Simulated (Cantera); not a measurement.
# Si + HBr + N2 (silicon etching in halogen gases)

Charge: 1 mol Si, 1.6 mol HBr, 0.24 mol N2, at 6.40 mbar.

Equilibrium computed with Cantera from the NASA thermochemical tables; the gas is ideal and each condensed phase is pure. Candidate condensed phases: Br2, Si, Si3N4; 28 gas species. N2 is the only nitrogen source here; it is nearly inert below about 1500 K, so the nitride shown seldom forms there in practice. Mutual solubility and eutectic melting of coexisting phases are not modelled. The tables' values for SiBr3, SiBr are old estimates; treat these amounts as uncertain. The numbers say what is thermodynamically allowed, not how fast it happens.

```json
[
 {"T (K)": "1448", "x H2": "0.380", "x SiBr2": "0.356", "x HBr": "0.242", "x N2": "0.00256", "x Br": "0.00557", "n Si(s)": "0.0571", "n Si3N4(s)": "0.118", "n Si(l)": "0"},
 {"T (K)": "1473", "x H2": "0.379", "x SiBr2": "0.359", "x HBr": "0.240", "x N2": "0.00431", "x Br": "0.00686", "n Si(s)": "0.0581", "n Si3N4(s)": "0.117", "n Si(l)": "0"},
 {"T (K)": "1498", "x H2": "0.378", "x SiBr2": "0.361", "x HBr": "0.237", "x N2": "0.00712", "x Br": "0.00837", "n Si(s)": "0.0626", "n Si3N4(s)": "0.114", "n Si(l)": "0"},
 {"T (K)": "1523", "x H2": "0.377", "x SiBr2": "0.361", "x HBr": "0.233", "x N2": "0.0116", "x Br": "0.0101", "n Si(s)": "0.0718", "n Si3N4(s)": "0.111", "n Si(l)": "0"},
 {"T (K)": "1548", "x H2": "0.374", "x SiBr2": "0.360", "x HBr": "0.229", "x N2": "0.0185", "x Br": "0.0122", "n Si(s)": "0.0879", "n Si3N4(s)": "0.105", "n Si(l)": "0"},
 {"T (K)": "1573", "x H2": "0.370", "x SiBr2": "0.356", "x HBr": "0.225", "x N2": "0.0291", "x Br": "0.0145", "n Si(s)": "0.114", "n Si3N4(s)": "0.0959", "n Si(l)": "0"},
 {"T (K)": "1598", "x H2": "0.364", "x SiBr2": "0.350", "x HBr": "0.219", "x N2": "0.0451", "x Br": "0.0171", "n Si(s)": "0.156", "n Si3N4(s)": "0.0819", "n Si(l)": "0"},
 {"T (K)": "1623", "x H2": "0.355", "x SiBr2": "0.341", "x HBr": "0.211", "x N2": "0.0691", "x Br": "0.0200", "n Si(s)": "0.222", "n Si3N4(s)": "0.0601", "n Si(l)": "0"},
 {"T (K)": "1648", "x H2": "0.342", "x SiBr2": "0.326", "x HBr": "0.200", "x N2": "0.104", "x Br": "0.0230", "n Si(s)": "0.326", "n Si3N4(s)": "0.0257", "n Si(l)": "0"},
 {"T (K)": "1673", "x H2": "0.332", "x SiBr2": "0.316", "x HBr": "0.192", "x N2": "0.129", "x Br": "0.0265", "n Si(s)": "0.405", "n Si3N4(s)": "0", "n Si(l)": "0"},
 {"T (K)": "1698", "x H2": "0.332", "x SiBr2": "0.313", "x HBr": "0.191", "x N2": "0.128", "x Br": "0.0311", "n Si(s)": "0", "n Si3N4(s)": "0", "n Si(l)": "0.408"},
 {"T (K)": "1723", "x H2": "0.329", "x SiBr2": "0.308", "x HBr": "0.192", "x N2": "0.128", "x Br": "0.0368", "n Si(s)": "0", "n Si3N4(s)": "0", "n Si(l)": "0.415"}
]
```
x: gas mole fraction; n: condensed amount in mol.

From 1448 K to 1648 K the condensed part is Si(s) + Si3N4(s). At 1673 K the condensed part is Si(s). From 1698 K to 1723 K the condensed part is Si(l). The main Si-bearing gas is SiBr2 throughout.
